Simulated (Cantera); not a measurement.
# Thermodynamics of fluorocarbon and chlorocarbon gases, feed C₂F₆ + H₂

Charge: 1 mol C₂F₆, a varied amount of H₂, equilibrated at 1275 K and 75.0 Torr.

Equilibrium computed with Cantera from the NASA thermochemical tables; the gas is ideal and each condensed phase is pure. Candidate condensed phases: C, C₆H₆, C₇H₈, C₈H₁₈; 95 gas species. The feed counts by its element totals alone. Gases not in the tables: C₂F₆ and larger saturated fluorocarbons. Rates play no part.

From 0.42 mol H₂ to 7.4 mol H₂ the condensed part is C(graphite). The main C-bearing gas is CF₄ at 0.42 mol H₂ and CH₄ at 7.4 mol H₂.

```json
[
 {"n(H₂) (mol)": "0.42", "log p HF": "-1.40", "log p CF₄": "-1.22", "log p H₂": "-9.95", "log p CH₄": "<-13", "log p CHF₃": "-6.63", "n C(graphite)": "0.710"},
 {"n(H₂) (mol)": "0.6", "log p HF": "-1.30", "log p CF₄": "-1.30", "log p H₂": "-9.70", "log p CH₄": "<-13", "log p CHF₃": "-6.57", "n C(graphite)": "0.800"},
 {"n(H₂) (mol)": "0.85", "log p HF": "-1.21", "log p CF₄": "-1.41", "log p H₂": "-9.47", "log p CH₄": "<-13", "log p CHF₃": "-6.54", "n C(graphite)": "0.925"},
 {"n(H₂) (mol)": "1.2", "log p HF": "-1.14", "log p CF₄": "-1.56", "log p H₂": "-9.24", "log p CH₄": "<-13", "log p CHF₃": "-6.54", "n C(graphite)": "1.10"},
 {"n(H₂) (mol)": "1.8", "log p HF": "-1.07", "log p CF₄": "-1.85", "log p H₂": "-8.96", "log p CH₄": "<-13", "log p CHF₃": "-6.61", "n C(graphite)": "1.40"},
 {"n(H₂) (mol)": "2.5", "log p HF": "-1.02", "log p CF₄": "-2.32", "log p H₂": "-8.63", "log p CH₄": "<-13", "log p CHF₃": "-6.80", "n C(graphite)": "1.75"},
 {"n(H₂) (mol)": "3.6", "log p HF": "-1.04", "log p CF₄": "<-13", "log p H₂": "-2.04", "log p CH₄": "-6.12", "log p CHF₃": "<-13", "n C(graphite)": "2.00"},
 {"n(H₂) (mol)": "5.2", "log p HF": "-1.14", "log p CF₄": "<-13", "log p H₂": "-1.57", "log p CH₄": "-5.18", "log p CHF₃": "<-13", "n C(graphite)": "2.00"},
 {"n(H₂) (mol)": "7.4", "log p HF": "-1.24", "log p CF₄": "<-13", "log p H₂": "-1.37", "log p CH₄": "-4.78", "log p CHF₃": "<-13", "n C(graphite)": "2.00"}
]
```
log p: log10 of the partial pressure in bar; n: condensed amount in mol.
